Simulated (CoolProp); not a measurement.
Saturation properties of R141b (Tc = 204.4 °C, pc = 4212 kPa, ω = 0.220).

Model: reference Helmholtz-energy equation of state, Lemmon 2006, in CoolProp. It is a short technical equation, of lower accuracy than the large ones.

| T (°C) | p (kPa) | liquid density (kg/m³) | enthalpy of vaporisation (kJ/kg) | liquid viscosity (µPa s) | vapour viscosity (µPa s) |
|---|---|---|---|---|---|
| 107.75 | 802.2 | … | 179.5 | 176 | 11.5 |
| 111.35 | 865.6 | 1044 | 177.0 | 170 | 11.7 |
| 114.85 | 930.7 | 1035 | 174.4 | 165 | 11.9 |
| 118.45 | … | 1025 | 171.8 | 159 | 12.1 |
| 122.05 | 1076 | 1015 | 169.0 | 154 | 12.3 |
| 125.55 | 1152 | … | 166.2 | 148 | 12.5 |
| 129.15 | 1235 | 995.2 | 163.3 | 143 | 12.7 |
| 132.65 | 1319 | 985.0 | 160.4 | 138 | 12.8 |
| 136.25 | 1410 | … | 157.2 | 134 | 13.0 |
| 139.85 | 1506 | 963.1 | 154.0 | 129 | 13.2 |
| 143.35 | 1603 | 952.0 | 150.7 | 124 | 13.5 |
| 146.95 | 1708 | 940.2 | 147.3 | 120 | 13.7 |
| 150.45 | 1815 | 928.4 | 143.8 | 116 | 13.9 |
| 154.05 | 1930 | 915.8 | 140.0 | 111 | 14.2 |
| 157.65 | 2051 | … | 136.1 | 107 | 14.4 |

### Question
Complete the blanks.

### Answer

- 107.75, liquid density (kg/m³): 1053
- 118.45, p (kPa): 1001
- 125.55, liquid density (kg/m³): 1005
- 136.25, liquid density (kg/m³): 974.2
- 157.65, liquid density (kg/m³): 902.8

It boils at 32.0 °C under 1 atm.

Viscosity comes from a separate model (Huber 2003), an estimate that may be off by 10 % or more.
